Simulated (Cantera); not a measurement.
A closed system holds: 1 mol CH₃SiCl₃, 0.064 mol C₃H₈, 900 mol H₂, at 1575 °C and 0.0100 bar.

Cantera equilibrium calculation (NASA polynomials, part measured and part estimated; ideal gas, pure solids and liquids). Candidate condensed phases: C, C₆H₆, C₇H₈, C₈H₁₈, Si, SiC; 109 gas species. The feed counts by its element totals alone. The numbers say what is thermodynamically allowed, not how fast it happens.

Base state: H₂ 0.991, H 0.00529, HCl 0.00330, C₂H₂ (acetylene) 0.000120, Si 2.73e-5, Cl 1.34e-5 (mole fractions); condensed: SiC(s).

Question: What changes in the equilibrium state with this change: H₂ from 900 to 4.5 mol?

Answer: 
| species | before | after |
|---|---|---|
| H₂ | 0.991 | 0.627 |
| HCl | 0.00330 | 0.349 |
| SiCl₂ | 1.38e-6 | 0.0168 |
| SiCl₃ | <1e-9 | 0.000304 |
| Cl | 1.34e-5 | 0.00178 |
| SiCl | 5.93e-7 | 5.42e-5 |
| Si | 2.73e-5 | 1.88e-5 |
| SiC(s), mol | 0.968 | 0.866 |
| C(graphite), mol | 0 | 0.323 |
The tables' values for SiCl₃, SiCl are old estimates; treat these amounts as uncertain.

Question: What changes in the equilibrium state with this change: temperature from 1575 °C to 1025 °C?

Answer: 
```
species             before    after
----------------  --------  -------
H₂                   0.991    0.997
HCl                0.00330  0.00332
CH₄                4.44e-6  7.90e-5
H                  0.00529  1.07e-5
C₂H₂ (acetylene)  0.000120  5.58e-7
Si                 2.73e-5    <1e-9
Cl                 1.34e-5  3.02e-8
SiC(s), mol          0.968    1.000
C(graphite), mol         0    0.120
```
